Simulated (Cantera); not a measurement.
Mixture: 6.77 % CH4, 0.609 % H2, 19.5 % O2, 73.1 % N2, at 9.87 atm, adiabatic and at constant pressure. Ignition delay is the time to a rise of 400 K.

Model: GRI-Mech 3.0 (53 species, 325 reactions), integrated in Cantera.

Problem. Predict: delay at 1075 K; delay at 1175 K; delay at 1275 K; delay at 1375 K; delay at 1475 K; delay at 1575 K; delay at 1675 K; apparent activation energy between 1475 and 1675 K.

Solution. 
```json
{
  "delay at 1075 K": "6.51 ms",
  "delay at 1175 K": "2.01 ms",
  "delay at 1275 K": "0.778 ms",
  "delay at 1375 K": "0.318 ms",
  "delay at 1475 K": "0.135 ms",
  "delay at 1575 K": "60.5 µs",
  "delay at 1675 K": "29.0 µs",
  "apparent activation energy between 1475 and 1675 K": "160 kJ/mol"
}
```
